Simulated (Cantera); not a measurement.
Charge: 1 mol FeS2, 4.2 mol SO2, 49 mol N2, at 11.0 mbar.

Method: chemical equilibrium by Gibbs-energy minimisation in Cantera with the NASA 1993 tables (ideal gas, pure condensed phases). Candidate condensed phases: Fe, FeO, FeS, FeSO4, FeS2, Fe2O3, Fe2(SO4)3, Fe3O4, S; 19 gas species. Mutual solubility and eutectic melting of coexisting phases are not modelled. The tables' stoichiometric FeO is somewhat more stable than real wüstite, so its field is too wide. FeO, FeS: taken at fixed stoichiometry. Gases not in the tables: S3 to S7. Equilibrium is a limit: real reactors are often held back by kinetics, nucleation or transport.

x: gas mole fraction; n: condensed amount in mol.

```csv
T (°C),x N2,x SO2,x S2,x SO,x Fe,n FeS2(s),n Fe3O4(s),n FeS(s),n FeO(s),n FeO(l)
400,0.921,0.0789,0.000105,4.72e-9,<1e-12,0.996,0.00146,0,0,0
550,0.913,0.0781,0.00918,7.57e-7,<1e-12,0,0,1.00,0,0
700,0.913,0.0781,0.00919,1.17e-5,<1e-12,0,0,1.00,0,0
850,0.912,0.0751,0.0128,9.31e-5,1.53e-12,0,0.0795,0.762,0,0
1000,0.908,0.0682,0.0229,0.000475,1.13e-9,0,0,0,1.00,0
1150,0.908,0.0676,0.0226,0.00158,1.47e-7,0,0,0,1.000,0
1300,0.907,0.0663,0.0219,…,…,0,0,0,1.000,0
1450,0.906,0.0639,0.0204,…,…,0,0,0,0,…
1600,0.901,0.0608,0.0174,0.0164,0.00213,0,0,0,0,0.882
```

Fill in the missing entries.


- 1450, x SO: 0.00892
- 1450, x Fe: 0.000171
- 1450, n FeO(l): 0.991
- 1300, x SO: 0.00413
- 1300, x Fe: 7.40e-6
